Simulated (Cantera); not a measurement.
Input: 1 mol MgCO3, 0.58 mol H2O, 7.2 mol CO2, equilibrated at 1775 °C and 2500 Pa.

Method: chemical equilibrium by Gibbs-energy minimisation in Cantera with the NASA 1993 tables (ideal gas, pure condensed phases). Candidate condensed phases: C, C6H6, C7H8, C8H18, H2O, Mg, MgCO3, MgO, Mg(OH)2; 116 gas species. Rates play no part.

Base state: CO2 0.843, H2O 0.0612, CO 0.0607, O2 0.0296, OH 0.00311, O 0.00104, H2 0.000926, H 0.000431 (mole fractions); condensed: MgO(s).

Task: What changes in the equilibrium state with this change: pressure from 2500 Pa to 133 Pa?

Result: 
```
species        before     after
-----------  --------  --------
CO2             0.843     0.712
CO             0.0607     0.145
O2             0.0296    0.0695
H2O            0.0612    0.0531
Mg            1.80e-5  0.000955
MgO           2.08e-6   3.90e-5
H            0.000431   0.00293
MgO(s), mol     1.000     0.990
```
